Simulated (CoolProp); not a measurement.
Vapour-liquid equilibrium of n-hexane (1) + toluene (2) at 1.2 bar; x and y are mole fractions of (1).

The numbers come from the multi-fluid Helmholtz-energy mixture model, Thol 2019 and Lemmon 2006; pair parameters Bell 2016 in CoolProp.

| x | bubble temperature, mixture model (°C) | bubble temperature, Raoult's law (°C) | y, mixture model | y, Raoult's law |
|---|---|---|---|---|
| 0.05 | 111.2 | 113.0 | 0.177 | 0.142 |
| 0.125 | 104.7 | 108.0 | 0.363 | 0.314 |
| 0.2 | 99.6 | 103.6 | 0.492 | 0.449 |
| 0.275 | 95.5 | 99.5 | 0.586 | 0.558 |
| 0.35 | 92.1 | 95.9 | 0.659 | 0.646 |
| 0.425 | 89.2 | 92.6 | 0.717 | 0.718 |
| 0.5 | 86.6 | 89.5 | 0.767 | 0.777 |
| 0.575 | 84.4 | 86.7 | 0.810 | 0.827 |
| 0.65 | 82.3 | 84.1 | 0.848 | 0.870 |
| 0.725 | 80.4 | 81.7 | 0.883 | 0.905 |
| 0.8 | 78.6 | 79.5 | 0.917 | 0.936 |
| 0.875 | 76.9 | 77.4 | 0.949 | 0.963 |
| 0.95 | 75.3 | 75.4 | 0.980 | 0.986 |

The largest gap from Raoult's law is -4.0 K in bubble temperature, at x = 0.275. No azeotrope shows between x = 0.05 and 0.95.

The pair parameters rest on a limited set of measurements; away from them the model extrapolates.
